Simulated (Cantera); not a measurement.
# Premixed flame

A freely propagating, adiabatic, planar premixed flame of 40.6 % H2, 13.5 % O2, 45.9 % N2, equivalence ratio 1.5, unburnt at 550 K and 10.0 bar; mixture-averaged transport, grid criteria slope 0.08 and curve 0.16, no radiation.

Cantera simulation using the H2/O2 subset of GRI-Mech 3.0, which has no nitrogen chemistry; the numbers are that mechanism's predictions, not measurements. The hydrogen kinetics of GRI-Mech 3.0 are dated; newer H2 mechanisms differ, most at raised pressure. Burning velocities carry a grid error of a few per cent, more on coarse grids.

```csv
z (mm),T (K),u (m/s),x H2,x O2,x H2O,x H,x H2O2,x OH
-0.0668,550,8.07,0.406,0.135,<1e-8,<1e-8,<1e-8,<1e-8
-0.0446,550,8.07,0.406,0.135,2.46e-8,<1e-8,<1e-8,<1e-8
-0.0334,550,8.07,0.406,0.135,4.08e-7,<1e-8,<1e-8,<1e-8
-0.0223,551,8.07,0.405,0.135,1.44e-5,<1e-8,8.47e-8,<1e-8
-0.0111,621,8.89,0.388,0.137,0.00284,5.90e-5,2.60e-5,6.20e-5
-0.00557,967,13.3,0.341,0.128,0.0357,0.00367,0.000117,0.00134
0,1446,19.3,0.264,0.0924,0.116,0.0199,3.64e-5,0.00331
0.00557,1783,23.5,0.194,0.0470,0.202,0.0378,5.57e-6,0.00674
0.0111,1967,25.8,0.158,0.0206,0.251,0.0451,3.39e-6,0.00935
0.0223,2136,27.8,0.141,0.00522,0.282,0.0420,1.73e-6,0.0110
0.0446,2277,29.4,0.142,0.00157,0.293,0.0308,9.27e-7,0.00992
0.0891,2387,30.6,0.145,0.000694,0.301,0.0201,5.48e-7,0.00750
0.178,2463,31.4,0.148,0.000276,0.306,0.0123,2.88e-7,0.00504
```
x: mole fraction of selected species; z is measured from the peak of heat release.

The laminar burning velocity is 807 cm/s, the thermal thickness is 0.0223 mm and the peak x(H) is 0.0455. The peak x(H2O2) comes out as 0.000117, the peak x(OH) is 0.0110 and the grid points is 112.
